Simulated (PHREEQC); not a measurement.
Make-up at 25 °C: 0.43 mmol/kgw PbCl2, 33 mmol/kgw HNO3 and 0.082 mmol/kgw Cu(NO3)2. Closed to the air; pH follows from the charge balance.

Equilibrium calculation in PHREEQC: ion-association model, phreeqc.dat.

No solid was allowed to form.

Question: Order these Pb species by the share of Pb that they hold, largest first: PbNO3+, Pb+2, PbCl+.

Answer: Pb+2 (79 %), PbNO3+ (19 %), PbCl+ (1.4 %)

The pH is 1.54 and the ionic strength 0.0344 mol/kgw.
